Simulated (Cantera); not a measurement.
A closed system holds: 1 mol SiH₄, 0.57 mol NO, at 1.33 mbar.

Cantera equilibrium calculation (NASA polynomials, part measured and part estimated; ideal gas, pure solids and liquids). Candidate condensed phases: H₂O, Si, SiO₂, Si₂N₂O, Si₃N₄; 35 gas species. Mutual solubility and eutectic melting of coexisting phases are not modelled. The tables hold silica as quartz up to 1696 K and as liquid above; real silica turns to tridymite and cristobalite and melts near 1996 K. The numbers say what is thermodynamically allowed, not how fast it happens.

Problem. What share of the Si ends up in condensed phases as a function of T (K), at 675, 775, 875, 975, 1075, 1175, 1275, 1375, 1475, 1575, 1675?

Solution. 
```tsv
T (K)	Si condensed (%)	as
675	100.0	Si(s) + SiO₂(α-quartz) + Si₂N₂O(s)
775	100.0	Si(s) + SiO₂(α-quartz) + Si₂N₂O(s)
875	100.0	Si(s) + SiO₂(β-quartz) + Si₂N₂O(s)
975	100.0	Si(s) + SiO₂(β-quartz) + Si₂N₂O(s)
1075	100.0	Si(s) + SiO₂(β-quartz) + Si₂N₂O(s)
1175	100.0	Si(s) + SiO₂(β-quartz) + Si₂N₂O(s)
1275	99.4	Si(s) + SiO₂(β-quartz) + Si₂N₂O(s)
1375	93.3	Si(s) + SiO₂(β-quartz) + Si₂N₂O(s)
1475	71.5	Si(s) + Si₂N₂O(s)
1575	70.5	Si(s) + Si₂N₂O(s)
1675	42.9	Si(s)
```
